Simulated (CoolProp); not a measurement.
A closed Brayton cycle with carbon dioxide: compressor inlet 313.15 K and 9.8 MPa, high pressure 19 MPa, turbine inlet 950 K, compressor efficiency 0.89, turbine efficiency 0.9, recuperator effectiveness 0 (on enthalpy, no pinch check). Each further row changes one setting.

Model: reference Helmholtz-energy equation of state, Span 1996, in CoolProp.

```csv
case,thermal efficiency (%),net work (kJ/kg),compressor to turbine work,compressor exit (K),turbine exit (K)
as stated,10.3,88.4,0.15,334.9,862.0
turbine inlet 900 K,10.3,82.6,0.16,334.9,815.0
compressor inlet 323.15 K,10.3,80.3,0.23,365.8,862.0
high pressure 16.1 MPa,7.8,68.0,0.14,329.2,883.6
recuperator effectiveness 0.5,16.6,88.4,0.15,334.9,862.0
```
